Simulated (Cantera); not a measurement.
Feed: 1 mol Fe(CO)₅, a varied amount of H₂, at 1025 K and 1 atm.

Equilibrium computed with Cantera from the NASA thermochemical tables; the gas is ideal and each condensed phase is pure. Candidate condensed phases: C, C₆H₆, C₇H₈, C₈H₁₈, Fe, Fe(CO)₅, FeO, Fe(OH)₂, Fe(OH)₃, Fe₂O₃, Fe₃O₄, H₂O; 114 gas species. Condensed phases not in the tables: cementite and carbon dissolved in iron. Rates play no part.

x: gas mole fraction; n: condensed amount in mol.

```json
[
 {"n(H₂) (mol)": "0.67", "x H₂": "0.117", "x CO": "0.693", "x CO₂": "0.167", "x H₂O": "0.0218", "x CH₄": "0.00102", "n C(graphite)": "0.896", "n Fe(α)": "1.00"},
 {"n(H₂) (mol)": "1.3", "x H₂": "0.202", "x CO": "0.625", "x CO₂": "0.136", "x H₂O": "0.0339", "x CH₄": "0.00304", "n C(graphite)": "0.897", "n Fe(α)": "1.00"},
 {"n(H₂) (mol)": "2.7", "x H₂": "…", "x CO": "…", "x CO₂": "…", "x H₂O": "…", "x CH₄": "…", "n C(graphite)": "0.875", "n Fe(α)": "1.00"},
 {"n(H₂) (mol)": "5.3", "x H₂": "0.490", "x CO": "0.388", "x CO₂": "0.0525", "x H₂O": "0.0512", "x CH₄": "0.0179", "n C(graphite)": "0.788", "n Fe(α)": "1.00"},
 {"n(H₂) (mol)": "11", "x H₂": "0.648", "x CO": "0.254", "x CO₂": "0.0225", "x H₂O": "0.0442", "x CH₄": "0.0313", "n C(graphite)": "0.516", "n Fe(α)": "1.00"},
 {"n(H₂) (mol)": "21", "x H₂": "0.759", "x CO": "0.158", "x CO₂": "0.00888", "x H₂O": "0.0330", "x CH₄": "0.0418", "n C(graphite)": "0", "n Fe(α)": "1.00"},
 {"n(H₂) (mol)": "42", "x H₂": "0.857", "x CO": "…", "x CO₂": "…", "x H₂O": "…", "x CH₄": "…", "n C(graphite)": "0", "n Fe(α)": "1.00"},
 {"n(H₂) (mol)": "84", "x H₂": "0.919", "x CO": "0.0342", "x CO₂": "0.00108", "x H₂O": "0.0225", "x CH₄": "0.0236", "n C(graphite)": "0", "n Fe(α)": "1.00"}
]
```

Q: What belongs in the gaps?

A: 
- 42, x CO: 0.0770
- 42, x CO₂: 0.00344
- 42, x H₂O: 0.0295
- 42, x CH₄: 0.0329
- 2.7, x H₂: 0.339
- 2.7, x CO: 0.514
- 2.7, x CO₂: 0.0921
- 2.7, x H₂O: 0.0468
- 2.7, x CH₄: 0.00853
